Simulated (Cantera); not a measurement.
Feed: 1 mol SiC, 0.21 mol Si, 3.9 mol N2, held at 2673 K.

Method: chemical equilibrium by Gibbs-energy minimisation in Cantera with the NASA 1993 tables (ideal gas, pure condensed phases). Candidate condensed phases: C, Si, SiC, Si3N4; 20 gas species. Mutual solubility and eutectic melting of coexisting phases are not modelled. Equilibrium is a limit: real reactors are often held back by kinetics, nucleation or transport.

Q: Which condensed phases are stable at each of these points (P (Pa)): 1, 7.20, 52, 370, 2700, 19000, 140000, 1000000?

A: 
```json
[
 {"P (Pa)": "1", "condensed phases": "gas only", "Si condensed (%)": "0.0"},
 {"P (Pa)": "7.20", "condensed phases": "gas only", "Si condensed (%)": "0.0"},
 {"P (Pa)": "52", "condensed phases": "C(graphite)", "Si condensed (%)": "0.0"},
 {"P (Pa)": "370", "condensed phases": "C(graphite)", "Si condensed (%)": "0.0"},
 {"P (Pa)": "2700", "condensed phases": "C(graphite)", "Si condensed (%)": "0.0"},
 {"P (Pa)": "19000", "condensed phases": "SiC(s)", "Si condensed (%)": "73.6"},
 {"P (Pa)": "140000", "condensed phases": "Si(l) + SiC(s)", "Si condensed (%)": "93.3"},
 {"P (Pa)": "1000000", "condensed phases": "Si(l) + SiC(s)", "Si condensed (%)": "98.9"}
]
```

From 1.00 Pa to 7.20 Pa nothing is condensed. From 52.0 Pa to 27.0 mbar the condensed part is C(graphite). At 0.190 bar the condensed part is SiC(s). From 1.40 bar to 10.0 bar the condensed part is Si(l) + SiC(s).
